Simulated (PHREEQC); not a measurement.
Dissolve 0.036 mol/kgw H2S at 25 °C. Closed to the air; pH follows from the charge balance.

Computed with PHREEQC (ion-association model, phreeqc.dat).

Each row changes one thing in this solution. Precipitation was switched off in this run.

```tsv
case	pH	ionic strength (mol/kgw)	HS- (mol/kgw)
as made	4.19	6.47e-5	6.47e-5
diluted 5-fold with water	___	2.88e-5	2.88e-5
H2S replaced by NaHS at the same molality	___	0.0360	0.0359
0.0038 mol/kgw KOH added	5.98	0.00380	0.00380
H2S from 0.036 to 0.0036 mol/kgw	4.69	2.03e-5	2.03e-5
diluted 2-fold with water	___	4.57e-5	4.57e-5
temperature from 25 to 45 °C	___	8.29e-5	8.29e-5
temperature from 25 to 60 °C	___	9.38e-5	9.38e-5
```

Task: Fill in the missing entries.

Result: 
- diluted 5-fold with water, pH: 4.54
- H2S replaced by NaHS at the same molality, pH: 9.56
- diluted 2-fold with water, pH: 4.34
- temperature from 25 to 45 °C, pH: 4.09
- temperature from 25 to 60 °C, pH: 4.03

At this temperature some constants are extrapolated from 25 °C, and those without enthalpy data are left unchanged.
